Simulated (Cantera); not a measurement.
A perfectly stirred reactor is fed with 8.70 % NH3, 87.0 % H2, 4.26 % N2, at 0.132 atm; it is held at 1975 K, and followed from long to short residence time.

Computed with Cantera and the gas-phase N/H chemistry of the illustrative SiF4/NH3 mechanism in the Surface Chemkin manual (1991). Walls and surfaces, which speed up NH3 decomposition in real reactors, are not modelled.

### Question
Predict: x(NH3) at τ = 9.20 s; x(H2) at τ = 9.20 s; x(N2) at τ = 9.20 s; x(H) at τ = 9.20 s; x(NH) at τ = 9.20 s; x(NH3) at τ = 87.0 ms; x(H2) at τ = 87.0 ms; x(N2) at τ = 87.0 ms; x(H) at τ = 87.0 ms; x(NH) at τ = 87.0 ms.

### Answer
```json
{
  "x(NH3) at τ = 9.20 s": "0.00296",
  "x(H2) at τ = 9.20 s": "0.916",
  "x(N2) at τ = 9.20 s": "0.0779",
  "x(H) at τ = 9.20 s": "0.00269",
  "x(NH) at τ = 9.20 s": "2.56e-6",
  "x(NH3) at τ = 87.0 ms": "0.0724",
  "x(H2) at τ = 87.0 ms": "0.878",
  "x(N2) at τ = 87.0 ms": "0.0487",
  "x(H) at τ = 87.0 ms": "0.000831",
  "x(NH) at τ = 87.0 ms": "6.42e-6"
}
```
